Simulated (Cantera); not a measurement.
Input: 1 mol SiO₂, 1.4 mol Cl₂, 5.2 mol N₂, held at 1102 °C and 10.0 mbar.

Equilibrium computed with Cantera from the NASA thermochemical tables; the gas is ideal and each condensed phase is pure. Candidate condensed phases: Si, SiO₂, Si₂N₂O, Si₃N₄; 23 gas species. The tables hold silica as quartz up to 1696 K and as liquid above; real silica turns to tridymite and cristobalite and melts near 1996 K. Equilibrium is a limit: real reactors are often held back by kinetics, nucleation or transport.

Base state: N₂ 0.752, Cl₂ 0.156, Cl 0.0923, SiCl₄ 5.71e-5, O₂ 5.13e-5 (mole fractions); condensed: SiO₂(β-quartz).

**Question.** What changes in the equilibrium state with this change: temperature from 1102 °C to 450 °C?

**Answer.** 
| species | before | after |
|---|---|---|
| N₂ | 0.752 | 0.788 |
| Cl₂ | 0.156 | 0.212 |
| Cl | 0.0923 | 5.97e-6 |
| SiCl₄ | 5.71e-5 | 4.49e-9 |
| O₂ | 5.13e-5 | 4.45e-9 |
| SiO₂(β-quartz), mol | 1.000 | 0 |
| SiO₂(α-quartz), mol | 0 | 1.00 |

**Question.** What changes in the equilibrium state with this change: temperature from 1102 °C to 952 °C?

**Answer.** 
```tsv
species	before	after
N₂	0.752	0.777
Cl₂	0.156	0.196
Cl	0.0923	0.0270
SiCl₄	5.71e-5	1.90e-5
O₂	5.13e-5	1.77e-5
SiO₂(β-quartz), mol	1.000	1.000
```
